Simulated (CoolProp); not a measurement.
The numbers come from the reference Helmholtz-energy equation of state, McLinden 2020 in CoolProp.

### Question
For R1336mzz(Z), give the phase and the Joule-Thomson coefficient (K/MPa), expansivity (1/kK) at 500 K and 0.335 MPa.

### Answer
- 500 K and 0.335 MPa: gas; Joule-Thomson coefficient 7.09, expansivity 2.22
